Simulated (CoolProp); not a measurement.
Vapour-liquid equilibrium of ethane (1) + n-pentane (2) at 0.264 MPa; x and y are mole fractions of (1).

Model: multi-fluid Helmholtz-energy mixture model, Bücker 2006 and Thol 2019; pair parameters Kunz 2012, in CoolProp.

**Question.** Give the bubble temperature and the first vapour's composition at x = 0.25, 0.35, 0.65. Is there an azeotrope?

**Answer.** x = 0.25: -31.3 °C, y = 0.984; x = 0.35: -42.4 °C, y = 0.993; x = 0.65: -58.8 °C, y = 0.999. No azeotrope shows between x = 0.05 and 0.95.

Pair parameters are fitted to limited data, so mixtures are less certain than the pure fluids. The gap from Raoult's law changes sign with composition, which may be real or a fault of the pair parameters; it wasn't checked against measurements.
